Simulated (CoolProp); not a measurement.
Vapour-liquid equilibrium of n-hexane (1) + ethylbenzene (2) at 0.249 MPa; x and y are mole fractions of (1).

Computed with CoolProp (multi-fluid Helmholtz-energy mixture model, Thol 2019 and Zhou 2012; pair parameters Bell 2016).

| x | bubble temperature (°C) | y at the bubble point | dew temperature at overall composition x (°C) | liquid density (mol/L) |
|---|---|---|---|---|
| 0.05 | 164.0 | 0.213 | 171.2 | 6.852 |
| 0.125 | 152.7 | 0.433 | 168.0 | 6.903 |
| 0.2 | 143.6 | 0.577 | 164.6 | 6.933 |
| 0.275 | 136.4 | 0.676 | 161.0 | 6.946 |
| 0.35 | 130.3 | 0.747 | 157.2 | 6.948 |
| 0.425 | 125.3 | 0.800 | 153.1 | 6.940 |
| 0.5 | 120.9 | 0.842 | 148.7 | 6.925 |
| 0.575 | 117.0 | 0.876 | 143.8 | 6.905 |
| 0.65 | 113.6 | 0.905 | 138.4 | 6.881 |
| 0.725 | 110.4 | 0.929 | 132.3 | 6.854 |
| 0.8 | 107.5 | 0.951 | 125.3 | 6.824 |
| 0.875 | 104.8 | 0.970 | 117.2 | 6.792 |
| 0.95 | 102.1 | 0.989 | 107.6 | 6.759 |

No azeotrope shows between x = 0.05 and 0.95.

Pair parameters are fitted to limited data, so mixtures are less certain than the pure fluids.
